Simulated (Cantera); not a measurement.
A freely propagating, adiabatic, planar premixed flame of H₂ : O₂ : N₂ = 1 : 0.2 : 0.752 (molar parts), unburnt at 450 K and 4.93 atm; mixture-averaged transport, grid criteria slope 0.08 and curve 0.16, no radiation.

Computed with Cantera and the H2/O2 subset of GRI-Mech 3.0, which has no nitrogen chemistry. The hydrogen kinetics of GRI-Mech 3.0 are dated; newer H2 mechanisms differ, most at raised pressure. Burning velocities carry a grid error of a few per cent, more on coarse grids.

What does this change do: N2 0.752 to 0.95 parts?


```json
[
 {"quantity": "laminar burning velocity", "before": "476 cm/s", "after": "361 cm/s"},
 {"quantity": "thermal thickness", "before": "0.0547 mm", "after": "0.0584 mm"},
 {"quantity": "peak x(O)", "before": "0.00112", "after": "0.000781"},
 {"quantity": "peak x(H)", "before": "0.0387", "after": "0.0285"},
 {"quantity": "peak x(OH)", "before": "0.00170", "after": "0.00112"}
]
```
